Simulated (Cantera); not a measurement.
# Stirred combustor or abatement burner

A perfectly stirred reactor is fed with CH4 : C2H6 : C3H8 : O2 : N2 : H2O = 1 : 0.045 : 0.32 : 3.76 : 26.3 : 7.8 (molar parts), at 0.890 bar; it is adiabatic with a 750 K inlet, and is followed from long to short residence time, starting on the burning branch (τ in s: 0.029, 0.014, 0.007, 0.0034, 0.0017, 0.00083, 0.00041, 0.0002, 9.9e-05, 4.9e-05, 2.4e-05, 1.2e-05).

Model: GRI-Mech 3.0 (53 species, 325 reactions), integrated in Cantera. GRI-Mech 3.0 was tuned for natural gas; its chemistry of propane as a main component is partial and can be far from experiment.

```json
[
 {"τ (s)": "0.029", "T (K)": "1698", "x CH4": "1.86e-5", "x C2H6": "1.59e-7", "x C3H8": "9.86e-7", "x CH2O": "3.08e-6", "x NO": "2.70e-5", "x H": "0.000468", "x CH2": "4.84e-7"},
 {"τ (s)": "0.014", "T (K)": "1682", "x CH4": "2.99e-5", "x C2H6": "2.70e-7", "x C3H8": "1.66e-6", "x CH2O": "4.85e-6", "x NO": "2.63e-5", "x H": "0.000702", "x CH2": "7.75e-7"},
 {"τ (s)": "0.0070", "T (K)": "1663", "x CH4": "4.87e-5", "x C2H6": "4.55e-7", "x C3H8": "2.74e-6", "x CH2O": "7.57e-6", "x NO": "2.44e-5", "x H": "0.00101", "x CH2": "1.19e-6"},
 {"τ (s)": "0.0034", "T (K)": "1639", "x CH4": "8.53e-5", "x C2H6": "8.08e-7", "x C3H8": "4.74e-6", "x CH2O": "1.23e-5", "x NO": "2.11e-5", "x H": "0.00142", "x CH2": "1.85e-6"},
 {"τ (s)": "0.0017", "T (K)": "1609", "x CH4": "0.000159", "x C2H6": "1.51e-6", "x C3H8": "8.50e-6", "x CH2O": "2.08e-5", "x NO": "1.67e-5", "x H": "0.00183", "x CH2": "2.87e-6"},
 {"τ (s)": "0.00083", "T (K)": "1565", "x CH4": "0.000367", "x C2H6": "3.53e-6", "x C3H8": "1.85e-5", "x CH2O": "4.15e-5", "x NO": "1.06e-5", "x H": "0.00202", "x CH2": "4.84e-6"},
 {"τ (s)": "0.00041", "T (K)": "750", "x CH4": "0.0255", "x C2H6": "0.00115", "x C3H8": "0.00816", "x CH2O": "<1e-12", "x NO": "<1e-12", "x H": "<1e-12", "x CH2": "<1e-12"},
 {"τ (s)": "0.00020", "T (K)": "750", "x CH4": "0.0255", "x C2H6": "0.00115", "x C3H8": "0.00816", "x CH2O": "<1e-12", "x NO": "<1e-12", "x H": "<1e-12", "x CH2": "<1e-12"},
 {"τ (s)": "9.9e-5", "T (K)": "750", "x CH4": "0.0255", "x C2H6": "0.00115", "x C3H8": "0.00816", "x CH2O": "<1e-12", "x NO": "<1e-12", "x H": "<1e-12", "x CH2": "<1e-12"},
 {"τ (s)": "4.9e-5", "T (K)": "750", "x CH4": "0.0255", "x C2H6": "0.00115", "x C3H8": "0.00816", "x CH2O": "<1e-12", "x NO": "<1e-12", "x H": "<1e-12", "x CH2": "<1e-12"},
 {"τ (s)": "2.4e-5", "T (K)": "750", "x CH4": "0.0255", "x C2H6": "0.00115", "x C3H8": "0.00816", "x CH2O": "<1e-12", "x NO": "<1e-12", "x H": "<1e-12", "x CH2": "<1e-12"},
 {"τ (s)": "1.2e-5", "T (K)": "750", "x CH4": "0.0255", "x C2H6": "0.00115", "x C3H8": "0.00816", "x CH2O": "<1e-12", "x NO": "<1e-12", "x H": "<1e-12", "x CH2": "<1e-12"}
]
```
x: mole fraction; the columns are a selection and need not sum to one.
